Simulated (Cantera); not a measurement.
An isothermal, constant-pressure homogeneous reactor starts with 1.57 % H2, 98.4 % O2, at 1450 K and 0.0132 atm.

Computed with Cantera and GRI-Mech 3.0 (53 species, 325 reactions). Radical loss at walls, strong at low pressure, is not modelled.

x: mole fraction; the columns are a selection and need not sum to one.

```csv
t (s),x H2,x O2,x H2O,x H,x HO2,x H2O2
0.000100,0.0157,0.984,1.81e-8,2.02e-8,7.06e-8,2.69e-11
0.000313,0.0157,0.984,___,___,___,2.38e-10
0.000979,0.0157,0.984,2.15e-5,2.62e-6,6.85e-7,1.75e-9
0.00306,0.000642,0.970,0.0131,0.000824,6.70e-7,2.08e-8
0.00959,9.20e-5,0.970,0.0142,0.000606,5.29e-7,1.27e-8
0.0300,8.69e-5,0.970,0.0143,0.000553,5.14e-7,1.25e-8
0.0939,7.32e-5,0.973,0.0145,0.000423,4.71e-7,1.18e-8
0.294,4.59e-5,0.977,0.0149,0.000205,3.67e-7,9.81e-9
0.919,1.65e-5,0.981,0.0153,4.31e-5,2.01e-7,6.10e-9
2.88,3.35e-6,0.983,0.0156,3.87e-6,7.42e-8,2.44e-9
9.00,___,0.984,0.0158,___,___,7.11e-10
```

**Question.** Complete the blanks.

**Answer.** 
- 0.000313, x H2O: 3.25e-7
- 0.000313, x H: 7.46e-8
- 0.000313, x HO2: 2.21e-7
- 9.00, x H2: 5.59e-7
- 9.00, x H: 2.61e-7
- 9.00, x HO2: 4.14e-8
